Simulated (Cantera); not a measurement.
Feed: 1 mol Si₂H₆, 4.3 mol O₂, 0.2 mol H₂, at 898.15 K and 13.3 mbar.

Equilibrium computed with Cantera from the NASA thermochemical tables; the gas is ideal and each condensed phase is pure. Candidate condensed phases: H₂O, Si, SiO₂; 18 gas species. The feed counts by its element totals alone. Kinetics and transport are ignored.

Base state: H₂O 0.821, O₂ 0.179 (mole fractions); condensed: SiO₂(β-quartz).

Question: What changes in the equilibrium state with this change: temperature from 898.15 K to 1825 K?

Answer: 
```json
[
 {"species": "H₂O", "before": "0.821", "after": "0.814"},
 {"species": "O₂", "before": "0.179", "after": "0.178"},
 {"species": "OH", "before": "1.02e-7", "after": "0.00645"},
 {"species": "H₂", "before": "<1e-9", "after": "0.00113"},
 {"species": "O", "before": "<1e-9", "after": "0.000561"},
 {"species": "H", "before": "<1e-9", "after": "0.000128"},
 {"species": "SiO₂(β-quartz), mol", "before": "2.00", "after": "0"},
 {"species": "SiO₂(condensed), mol", "before": "0", "after": "2.00"}
]
```
The tables hold silica as quartz up to 1696 K and as liquid above; real silica turns to tridymite and cristobalite and melts near 1996 K. Gases not in the tables: Si(OH)₄.
